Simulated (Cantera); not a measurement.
A Cantera script and its output.

```python
import numpy as np
import cantera as ct

gas = ct.Solution("gri30.yaml")
gas.TPX = 748, 120000, {'CH4': 1, 'O2': 3.23, 'N2': 12.1}
inlet = ct.Reservoir(gas, clone=True)
gas.equilibrate("HP")  # start burning
reactor = ct.IdealGasConstPressureReactor(gas, energy="on", clone=False)
exhaust = ct.Reservoir(gas, clone=True)
tau = [0.025, 0.012, 0.0059, 0.0029, 0.0014, 0.00069, 0.00034, 0.00016, 8e-05, 3.9e-05, 1.9e-05, 9.3e-06][0]
for a, b in ((inlet, reactor), (reactor, exhaust)):
    ct.MassFlowController(a, b, mdot=lambda t: reactor.mass / tau)
net = ct.ReactorNet([reactor])
show = ['CH4', 'O2', 'H2', 'NO', 'HO2', 'H2O2', 'O']

rows = []
print(f"{'tau/s':>10s}{'T/K':>9s}" + "".join(f"{s:>11s}" for s in show))
for tau in [0.025, 0.012, 0.0059, 0.0029, 0.0014, 0.00069, 0.00034, 0.00016, 8e-05, 3.9e-05, 1.9e-05, 9.3e-06]:
    net.initial_time = 0.0
    net.advance(30 * tau)
    before = gas.X
    net.advance(40 * tau)
    drift = np.max(np.abs(gas.X - before) / (gas.X + 1e-9))
    rows.append([gas.T, *gas[show].X, drift])
    print(f"{tau:10.3e}{gas.T:9.1f}" + "".join(f"{x:11.3e}" for x in gas[show].X))
```

Result:

```
     tau/s      T/K        CH4         O2         H2         NO        HO2       H2O2          O
 2.500e-02   2039.1  1.089e-05  7.487e-02  3.687e-04  1.463e-04  2.368e-06  9.727e-08  5.079e-04
 1.200e-02   2030.1  1.820e-05  7.497e-02  5.319e-04  1.020e-04  2.924e-06  1.138e-07  7.279e-04
 5.900e-03   2016.7  2.922e-05  7.515e-02  7.838e-04  7.388e-05  3.888e-06  1.389e-07  1.069e-03
 2.900e-03   1997.1  4.676e-05  7.548e-02  1.158e-03  5.345e-05  5.486e-06  1.749e-07  1.578e-03
 1.400e-03   1968.9  7.679e-05  7.606e-02  1.696e-03  3.807e-05  8.069e-06  2.256e-07  2.307e-03
 6.900e-04   1932.2  1.282e-04  7.701e-02  2.377e-03  2.743e-05  1.186e-05  2.920e-07  3.206e-03
 3.400e-04   1885.0  2.256e-04  7.859e-02  3.193e-03  1.973e-05  1.747e-05  3.824e-07  4.195e-03
 1.600e-04   1821.5  4.535e-04  8.157e-02  4.164e-03  1.311e-05  2.690e-05  5.192e-07  5.019e-03
 8.000e-05   1746.1  1.028e-03  8.703e-02  5.205e-03  7.467e-06  4.407e-05  7.083e-07  4.864e-03
 3.900e-05    748.0  6.124e-02  1.978e-01 -5.472e-16 -1.174e-19  2.467e-14 -4.000e-19  4.130e-20
 1.900e-05    748.0  6.124e-02  1.978e-01  1.821e-20  3.835e-24  1.202e-14  1.398e-19  1.589e-20
 9.300e-06    748.0  6.124e-02  1.978e-01  1.563e-22  1.636e-26  5.909e-15  3.393e-20  5.498e-21
```

Detailed kinetics in Cantera: GRI-Mech 3.0 (53 species, 325 reactions).
